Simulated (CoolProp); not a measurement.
Vapour-liquid equilibrium of R141b (1) + n-pentane (2) at 0.0601 MPa; x and y are mole fractions of (1).

Computed with CoolProp (multi-fluid Helmholtz-energy mixture model, Lemmon 2006 and Thol 2019; pair parameters Bell 2016).

| x | bubble temperature, mixture model (°C) | bubble temperature, Raoult's law (°C) | y, mixture model | y, Raoult's law |
|---|---|---|---|---|
| 0.05 | 20.5 | 21.4 | 0.085 | 0.057 |
| 0.15 | 19.0 | 21.0 | 0.218 | 0.169 |
| 0.25 | 18.0 | 20.6 | 0.321 | 0.277 |
| 0.35 | 17.3 | 20.2 | 0.408 | 0.382 |
| 0.45 | … | 19.9 | 0.488 | 0.485 |
| 0.55 | 16.7 | 19.5 | … | 0.584 |
| 0.65 | 16.6 | 19.2 | 0.645 | 0.681 |
| 0.75 | … | 18.8 | 0.731 | 0.775 |
| 0.85 | 17.1 | 18.5 | 0.827 | 0.867 |
| 0.95 | 17.6 | 18.1 | 0.938 | 0.956 |

Q: Complete the blanks.

A: 
- 0.45, bubble temperature, mixture model (°C): 16.9
- 0.55, y, mixture model: 0.565
- 0.75, bubble temperature, mixture model (°C): 16.8

The largest gap from Raoult's law is -3.0 K in bubble temperature, at x = 0.45. y crosses x between x = 0.55 and 0.65: the model has an azeotrope there.

The pair parameters rest on a limited set of measurements; away from them the model extrapolates.
